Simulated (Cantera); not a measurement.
An adiabatic, constant-volume homogeneous reactor starts with CO : H₂ : O₂ : N₂ : CO₂ = 1 : 0.048 : 0.806 : 3.03 : 1.4 (molar parts), equivalence ratio 0.65, at 1775 K and 7500 Torr.

Cantera simulation using GRI-Mech 3.0 (53 species, 325 reactions); the numbers are that mechanism's predictions, not measurements. The hydrogen kinetics of GRI-Mech 3.0 are dated; newer H2 mechanisms differ, most at raised pressure.

One state of this run: T (K) = 2568; P (bar) = 13.7; x CO = 0.0617; x H₂ = 0.000160; x O₂ = 0.0750; x H₂O₂ = 8.42e-8; x H = 0.000367; x OH = 0.00309. x: mole fraction; the columns are a selection and need not sum to one.

Problem. Which value of t (s) does it belong to?
A) 0.0171
B) 0.362
C) 1.00
D) 3.82e-5

Solution. D, 3.82e-5
